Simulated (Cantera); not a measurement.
Thermodynamics of silicon oxide and oxynitride deposition, feed HMDSO + CO2 + H2

Charge: 1 mol HMDSO, 1.7 mol CO2, 1.7 mol H2, equilibrated at 36.0 mbar.

Equilibrium computed with Cantera from the NASA thermochemical tables; the gas is ideal and each condensed phase is pure. Candidate condensed phases: C, C6H6, C7H8, C8H18, H2O, Si, SiC, SiO2; 123 gas species. The feed counts by its element totals alone. The tables hold silica as quartz up to 1696 K and as liquid above; real silica turns to tridymite and cristobalite and melts near 1996 K. The numbers say what is thermodynamically allowed, not how fast it happens.

From 900 K to 1300 K the condensed part is C(graphite) + SiO2(β-quartz). From 1500 K to 2100 K the condensed part is C(graphite) + SiC(s).

| T (K) | log p H2 | log p CO | log p H | log p CH4 | log p SiO | n C(graphite) | n SiO2(β-quartz) | n SiC(s) |
|---|---|---|---|---|---|---|---|---|
| 900 | -1.46 | -2.92 | -10.66 | -3.43 | <-13 | 7.22 | 2.00 | 0 |
| 1100 | -1.46 | -2.89 | -8.32 | -4.37 | -11.74 | 7.29 | 2.00 | 0 |
| 1300 | -1.46 | -2.89 | -6.69 | -5.02 | -6.75 | 7.30 | 2.00 | 0 |
| 1500 | -1.59 | -1.98 | -5.55 | -5.78 | -4.69 | 1.32 | 0 | 1.99 |
| 1700 | -1.59 | -1.98 | -4.63 | -6.15 | -4.37 | 1.33 | 0 | 1.98 |
| 1900 | -1.60 | -1.98 | -3.90 | -6.44 | -4.12 | 1.36 | 0 | 1.97 |
| 2100 | -1.60 | -1.99 | -3.31 | -6.68 | -3.92 | 1.38 | 0 | 1.94 |
log p: log10 of the partial pressure in bar; n: condensed amount in mol.
